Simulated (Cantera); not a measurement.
Feed: 1 mol trisilylamine, 1 mol NH₃, equilibrated at 39000 Pa.

These are equilibrium values from Cantera (NASA tables, ideal gas, pure condensed phases), not measurements of a reactor. Candidate condensed phases: Si, Si₃N₄; 18 gas species. The feed counts by its element totals alone. Mutual solubility and eutectic melting of coexisting phases are not modelled. Gases not in the tables: Si₂H₆ and higher silanes. Equilibrium is a limit: real reactors are often held back by kinetics, nucleation or transport.

**Question.** Which condensed phases are stable at each of these points (T (°C)): 825, 975, 1125, 1275, 1425, 1575, 1725?

**Answer.** 
| T (°C) | condensed phases | Si condensed (%) |
|---|---|---|
| 825 | Si(s) + Si₃N₄(s) | 100.0 |
| 975 | Si(s) + Si₃N₄(s) | 100.0 |
| 1125 | Si(s) + Si₃N₄(s) | 100.0 |
| 1275 | Si(s) + Si₃N₄(s) | 100.0 |
| 1425 | Si(l) + Si₃N₄(s) | 100.0 |
| 1575 | Si(l) + Si₃N₄(s) | 100.0 |
| 1725 | Si(l) | 99.9 |

From 825 °C to 1275 °C the condensed part is Si(s) + Si₃N₄(s). From 1425 °C to 1575 °C the condensed part is Si(l) + Si₃N₄(s). At 1725 °C the condensed part is Si(l).
